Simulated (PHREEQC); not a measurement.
Make-up at 5 °C: 0.63 mol KCl per kg of water. Closed to the air; pH follows from the charge balance.

The numbers come from PHREEQC with the Pitzer model, pitzer.dat.

Precipitation was switched off in this run.

**Question.** Predict the activity of water.

**Answer.** activity of water 0.980.

Complexes and solids missing from the database can't appear. At this temperature some constants are extrapolated from 25 °C, and those without enthalpy data are left unchanged.
